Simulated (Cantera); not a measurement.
A perfectly stirred reactor is fed with 2.74 % C₂H₆, 18.1 % O₂, 67.9 % N₂, 5.21 % H₂O, 6.03 % CO₂, equivalence ratio 0.53, at 5.00 bar; it is adiabatic with a 773 K inlet, and is followed from long to short residence time, starting on the burning branch (τ in s: 0.079, 0.039, 0.019, 0.0094, 0.0046, 0.0023, 0.0011, 0.00056, 0.00027, 0.00013, 6.6e-05, 3.3e-05).

Model: GRI-Mech 3.0 (53 species, 325 reactions), integrated in Cantera.

Task: Predict: blow-out, bracketed by the residence times tried; x(C₂H₆) at τ = 79.0 ms; x(O₂) at τ = 79.0 ms; x(H₂O) at τ = 79.0 ms; x(C₂H₄) at τ = 79.0 ms; x(H) at τ = 79.0 ms; x(C₂H₆) at τ = 1.10 ms; x(O₂) at τ = 1.10 ms; x(H₂O) at τ = 1.10 ms; x(C₂H₄) at τ = 1.10 ms; x(H) at τ = 1.10 ms.

Result: 
```json
{
 "blow_out_bracketed_by_the_residence_times_tried": "burning at 0.130 ms, out at 66.0 µs",
 "x(C₂H₆) at τ = 79.0 ms": "6.94e-7",
 "x(O₂) at τ = 79.0 ms": "0.0837",
 "x(H₂O) at τ = 79.0 ms": "0.132",
 "x(C₂H₄) at τ = 79.0 ms": "2.44e-6",
 "x(H) at τ = 79.0 ms": "1.44e-6",
 "x(C₂H₆) at τ = 1.10 ms": "1.66e-5",
 "x(O₂) at τ = 1.10 ms": "0.0849",
 "x(H₂O) at τ = 1.10 ms": "0.131",
 "x(C₂H₄) at τ = 1.10 ms": "4.37e-5",
 "x(H) at τ = 1.10 ms": "5.54e-5"
}
```
